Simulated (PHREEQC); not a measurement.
Dissolve 0.061 mmol/kgw Sr(NO3)2, 0.0016 mmol/kgw K2CO3, 1 mmol/kgw KOH and 2.3e-05 mmol/kgw Ca(OH)2 at 25 °C. Closed to the air; pH follows from the charge balance.

Equilibrium calculation in PHREEQC: ion-association model, wateq4f.dat.

pH: 10.98
ionic strength: 0.00119 mol/kgw
total alkalinity: 1.00 meq/kg

```csv
species,molality,activity,log γ
K+,0.00100,0.000965,-0.017
OH-,0.00100,0.000962,-0.017
NO3-,0.000122,0.000117,-0.017
Sr+2,6.07e-5,5.21e-5,-0.066
CO3-2,1.30e-6,1.12e-6,-0.066
SrOH+,2.67e-7,2.57e-7,-0.017
HCO3-,2.58e-7,2.48e-7,-0.017
SrCO3,3.73e-8,3.73e-8,0.000
Ca+2,2.26e-8,1.94e-8,-0.066
```

This is a speciation only: nothing precipitates in the calculation. Complexes and solids missing from the database can't appear.
